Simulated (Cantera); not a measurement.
Input: 1 mol Al, 0.41 mol Cl2, 9.3 mol H2, held at 1102 °C and 150 Pa.

Cantera equilibrium calculation (NASA polynomials, part measured and part estimated; ideal gas, pure solids and liquids). Candidate condensed phases: Al, AlCl3; 12 gas species. The tables' values for AlCl2 are old estimates; treat these amounts as uncertain. Rates play no part.

Base state: H2 0.918, AlCl 0.0809, Al 0.000928, H 8.48e-5, AlH 7.07e-5, HCl 2.44e-5, AlCl2 1.25e-5 (mole fractions); condensed: Al(l).

What changes in the equilibrium state with this change: Cl2 from 0.41 to 9.4 mol?


```
species       before     after
----------  --------  --------
HCl          2.44e-5     0.868
H2             0.918    0.0769
AlCl3        2.52e-8    0.0547
AlCl          0.0809   1.16e-5
Al          0.000928     <1e-9
Cl           1.86e-9  0.000229
AlH          7.07e-5     <1e-9
AlCl2        1.25e-5  0.000221
Al(l), mol     0.170         0
```
